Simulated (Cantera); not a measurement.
## Thermodynamics of calcination and drying, feed CsOH + H2

A closed system holds: 1 mol CsOH, 1.7 mol H2, equilibrated at 23.0 Pa.

Equilibrium computed with Cantera from the NASA thermochemical tables; the gas is ideal and each condensed phase is pure. Candidate condensed phases: Cs, CsOH, H2O; 15 gas species. Equilibrium is a limit: real reactors are often held back by kinetics, nucleation or transport.

From 1723 K to 2223 K nothing is condensed. The main Cs-bearing gas is Cs throughout.

```tsv
T (K)	log p H2	log p Cs	log p H2O	log p H	log p OH	log p CsOH	log p O
1723	-4.05	-4.17	-4.17	-5.77	-7.15	-5.30	-8.96
1773	-4.06	-4.17	-4.17	-5.58	-6.89	-5.36	-8.52
1823	-4.06	-4.17	-4.17	-5.40	-6.66	-5.42	-8.10
1873	-4.07	-4.17	-4.17	-5.23	-6.43	-5.48	-7.71
1923	-4.08	-4.17	-4.17	-5.07	-6.22	-5.54	-7.33
1973	-4.10	-4.17	-4.18	-4.92	-6.02	-5.60	-6.98
2023	-4.11	-4.17	-4.19	-4.78	-5.83	-5.66	-6.64
2073	-4.13	-4.18	-4.20	-4.65	-5.66	-5.72	-6.31
2123	-4.16	-4.19	-4.22	-4.53	-5.49	-5.78	-6.01
2173	-4.19	-4.20	-4.26	-4.41	-5.35	-5.86	-5.72
2223	-4.23	-4.22	-4.31	-4.31	-5.23	-5.95	-5.47
```
log p: log10 of the partial pressure in bar; nothing condenses.
